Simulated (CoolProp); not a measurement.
Properties of fluorine along the isobar 3410 kPa.

Model: reference Helmholtz-energy equation of state, de Reuck 1990, in CoolProp.

```
T (°C)    phase       Z  cp (kJ/(kg K))  cv (kJ/(kg K))  speed of sound (m/s)  expansivity (1/kK)
-------  ------  ------  --------------  --------------  --------------------  ------------------
-145.35  liquid  0.1079           2.048          0.7250                 439.2               12.31
-131.05     gas  0.7100           1.523          0.6756                 178.1               20.59
-116.65     gas  0.8071           1.147          0.6279                 198.8               12.38
-102.35     gas  0.8617           1.018          0.6081                 214.4               9.350
-87.95      gas  0.8974          0.9508          0.5971                 227.5               7.663
-73.65      gas  0.9219          0.9114          0.5913                 239.1               6.578
-59.25      gas  0.9397          0.8868          0.5888                 249.6               5.804
-44.95      gas  0.9529          0.8716          0.5887                 259.3               5.225
-30.55      gas  0.9631          0.8624          0.5905                 268.4               4.767
-16.25      gas  0.9710          0.8573          0.5936                 276.9               4.398
-1.85       gas  0.9773          0.8552          0.5977                 285.0               4.088
12.45       gas  0.9824          0.8551          0.6024                 292.8               3.828
26.85       gas  0.9866          0.8565          0.6077                 300.3               3.601
```
